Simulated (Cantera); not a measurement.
Input (Python, Cantera) and output of one run.

```python
import numpy as np
import cantera as ct

gas_names = [...]  # 45 gases of nasa_gas.yaml made of Al, Cl, H, N, O
cond_names = """
    AL(cr) AL(L) ALCL3(s) ALCL3(L) ALN(s) AL2O3(a) AL2O3(L) H2O(s) H2O(L) NH4CL(a) NH4CL(b)
""".split()


# ... load() reads the species with a 1 bar reference pressure and builds the phases ...
atoms = {
    'AlCl3': {'AL': 1, 'CL': 3},
    'N2O': {'N': 2, 'O': 1},
    'H2': {'H': 2},
}
top_T = {'ALN(s)': 2750}  # K; cautious upper limits of use, not melting points


# ... equilibrate(T, P, feed) seeds the gas with the atoms and calls Mixture.equilibrate('TP', solver="vcs", rtol=1e-11, max_steps=5000) ...
results = []
feed = {'AlCl3': 1, 'N2O': 6.8, 'H2': 5.2}  # mol
P = 34  # Pa
for T in [1175, 1275, 1375, 1475, 1575, 1675, 1775]:
    mix = equilibrate(T, P, feed)
    results.append((T, P, feed, dict(zip(mix.species_names, mix.species_moles))))
    x = sorted(zip(gas.X, gas.species_names), reverse=True)
    print(f"T = {T:g} K  P = {P:g} Pa  gas = {mix.phase_moles(0):.4g} mol")
    print("   x: " + "  ".join(f"{s} {v:.3e}" for v, s in x if v > 1e-05))
    print("   condensed (mol): " + ("  ".join(f"{mix.phase(i).name} {mix.phase_moles(i):.4g}"
          for i in range(1, mix.n_phases) if mix.phase_moles(i) > 1e-12) or "none"))
```

It prints:

```
T = 1175 K  P = 34 Pa  gas = 14.31 mol
   x: N2 4.753e-01  H2O 2.596e-01  HCL 2.077e-01  O2 5.539e-02  CL 1.805e-03  CL2 8.449e-05  NO 6.418e-05  OH 1.799e-05
   condensed (mol): AL2O3(a) 0.5
T = 1275 K  P = 34 Pa  gas = 14.31 mol
   x: N2 4.750e-01  H2O 2.604e-01  HCL 2.057e-01  O2 5.483e-02  CL 3.825e-03  NO 1.330e-04  OH 6.637e-05  CL2 5.094e-05
   condensed (mol): AL2O3(a) 0.5
T = 1375 K  P = 34 Pa  gas = 14.33 mol
   x: N2 4.745e-01  H2O 2.618e-01  HCL 2.021e-01  O2 5.386e-02  CL 7.192e-03  NO 2.468e-04  OH 2.024e-04  CL2 3.222e-05  H2 1.871e-05
   condensed (mol): AL2O3(a) 0.5
T = 1475 K  P = 34 Pa  gas = 14.35 mol
   x: N2 4.738e-01  H2O 2.637e-01  HCL 1.968e-01  O2 5.238e-02  CL 1.223e-02  OH 5.299e-04  NO 4.184e-04  H2 8.414e-05  O 3.563e-05  CL2 2.098e-05
   condensed (mol): AL2O3(a) 0.5
T = 1575 K  P = 34 Pa  gas = 14.38 mol
   x: N2 4.727e-01  H2O 2.660e-01  HCL 1.896e-01  O2 5.033e-02  CL 1.909e-02  OH 1.224e-03  NO 6.580e-04  H2 3.163e-04  O 1.303e-04  H 4.008e-05  CL2 1.386e-05
   condensed (mol): AL2O3(a) 0.5
T = 1675 K  P = 34 Pa  gas = 14.42 mol
   x: N2 4.710e-01  H2O 2.680e-01  HCL 1.803e-01  O2 4.778e-02  CL 2.768e-02  OH 2.549e-03  H2 1.025e-03  NO 9.713e-04  O 4.050e-04  H 2.016e-04
   condensed (mol): AL2O3(a) 0.5
T = 1775 K  P = 34 Pa  gas = 14.49 mol
   x: N2 4.685e-01  H2O 2.684e-01  HCL 1.692e-01  O2 4.498e-02  CL 3.777e-02  OH 4.856e-03  H2 2.919e-03  NO 1.361e-03  O 1.101e-03  H 8.481e-04
   condensed (mol): AL2O3(a) 0.5
```

Cantera equilibrium calculation (NASA polynomials, part measured and part estimated; ideal gas, pure solids and liquids).
